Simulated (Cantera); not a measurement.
Feed: 1 mol Si3N4, 400 mol H2, 0.24 mol O2, equilibrated at 1600 K and 0.690 bar.

These are equilibrium values from Cantera (NASA tables, ideal gas, pure condensed phases), not measurements of a reactor. Candidate condensed phases: H2O, Si, SiO2, Si2N2O, Si3N4; 35 gas species. Mutual solubility and eutectic melting of coexisting phases are not modelled. Equilibrium is a limit: real reactors are often held back by kinetics, nucleation or transport.

Base state: H2 0.999, N2 0.000433, H 6.54e-5, SiO 1.22e-5 (mole fractions); condensed: Si(s) + Si2N2O(s) + Si3N4(s).

Q: What changes in the equilibrium state with this change: temperature from 1600 K to 1823 K?

A: 
| species | before | after |
|---|---|---|
| H2 | 0.999 | 0.993 |
| N2 | 0.000433 | 0.00497 |
| SiO | 1.22e-5 | 0.00119 |
| H | 6.54e-5 | 0.000520 |
| SiH2 | 5.00e-6 | 3.49e-5 |
| Si(s), mol | 0.0155 | 0 |
| Si2N2O(s), mol | 0.475 | 0 |
| Si3N4(s), mol | 0.676 | 0 |
| Si(l), mol | 0 | 2.50 |
Gases not in the tables: Si2H6 and higher silanes.
